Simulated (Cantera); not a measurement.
# Thermodynamics of boron, boron nitride and boron oxide, feed B + H2O + H2

Charge: 1 mol B, 0.32 mol H2O, 120 mol H2, equilibrated at 2027 °C and 10000 Pa.

Method: chemical equilibrium by Gibbs-energy minimisation in Cantera with the NASA 1993 tables (ideal gas, pure condensed phases). Candidate condensed phases: B, B2O3, B3O3H3, H2O; 23 gas species. The tables' values for BH2 are old estimates; treat these amounts as uncertain. Gases not in the tables: B2H6 and higher boranes. Rates play no part.

```
Quantity        Value
----------  ---------
x(H2)           0.965
x(H)           0.0301
x(BH2)        0.00201
x(HBO)        0.00191
x(BO)        0.000668
x(B)         0.000101
x(BH)         2.76e-5
x(BH3)        2.10e-5
x(B2O)        1.89e-5
n(B(s))     0.414 mol
gas amount  122.4 mol
```
